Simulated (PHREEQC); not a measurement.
Leach liquor: an equilibrium model

Make-up at 26 °C: 0.028 mol/kgw HCl, 0.00033 mol/kgw CuSO4 and 6.5e-05 mol/kgw Na2SO4. Closed to the air; pH follows from the charge balance.

Equilibrium calculation in PHREEQC: ion-association model, phreeqc.dat.

This is a speciation only: nothing precipitates in the calculation.

### Question
Estimate the pH, specific conductance.

### Answer
pH 1.61; specific conductance 10900 µS/cm.

### Question
In which forms is Cu present?

### Answer
Cu+2 95 %, CuCl+ 4.1 %, CuSO4 0.9 % of the Cu.

Complexes and solids missing from the database can't appear.
